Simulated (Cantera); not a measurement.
A freely propagating, adiabatic, planar premixed flame of 44.4 % H₂, 11.7 % O₂, 43.9 % N₂, equivalence ratio 1.9, unburnt at 323 K and 1.01 bar; mixture-averaged transport, grid criteria slope 0.08 and curve 0.16, no radiation.

Detailed kinetics in Cantera: the H2/O2 subset of GRI-Mech 3.0, which has no nitrogen chemistry. Burning velocities carry a grid error of a few per cent, more on coarse grids.

Predict: laminar burning velocity; thermal thickness; peak x(H); peak x(O); peak x(H₂O₂).


- laminar burning velocity: 342 cm/s
- thermal thickness: 0.330 mm
- peak x(H): 0.0729
- peak x(O): 0.00329
- peak x(H₂O₂): 0.000102
